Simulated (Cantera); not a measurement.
Input: 1 mol Cu, 0.11 mol NH3, 71 mol N2, equilibrated at 1.33 mbar.

Method: chemical equilibrium by Gibbs-energy minimisation in Cantera with the NASA 1993 tables (ideal gas, pure condensed phases). Candidate condensed phases: Cu; 11 gas species. Rates play no part.

Task: At 1573 K, list the 4 most abundant gas species with their mole fractions, and the condensed phases.

Result: N2 0.984, Cu 0.0138, H2 0.00226, H 5.29e-5. Condensed: gas only.
